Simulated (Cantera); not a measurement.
An isothermal plug-flow reactor at 500 K and 4.00 bar (inlet), inlet velocity 0.52 m/s, active area per volume 1700 1/m; feed H₂ : O₂ : N₂ : H₂O = 0.007 : 0.15 : 0.79 : 0.036 (molar parts).

Detailed kinetics in Cantera: Deutschmann's 1995 Pt surface mechanism with GRI-Mech 3.0 gas chemistry. Catalytic surfaces can have several steady states; this one follows from the mechanism file's or the stated starting coverage. Mass transfer to the wall is taken as infinitely fast.

x: gas mole fraction; θ: surface coverage.

```csv
z (m),x H₂,x O₂,x H₂O,θ free Pt,θ O*,θ OH*
0.0007,0.00135,0.150,0.0425,0.0132,0.928,0.0586
0.0014,0.000743,0.150,0.0431,0.00727,0.948,0.0442
0.0026,0.000419,0.150,0.0435,0.00410,0.962,0.0336
0.0051,0.000220,0.150,0.0437,0.00215,0.973,0.0245
0.0098,…,0.150,0.0438,…,0.981,…
0.019,…,0.150,0.0438,…,0.986,…
0.036,3.19e-5,0.150,0.0439,0.000313,0.990,0.00943
0.07,1.64e-5,0.150,0.0439,0.000162,0.993,0.00679
```

Task: Some entries are withheld; supply them.

Result: 
- 0.0098, x H₂: 0.000116
- 0.0098, θ free Pt: 0.00114
- 0.0098, θ OH*: 0.0179
- 0.019, x H₂: 6.02e-5
- 0.019, θ free Pt: 0.000590
- 0.019, θ OH*: 0.0129
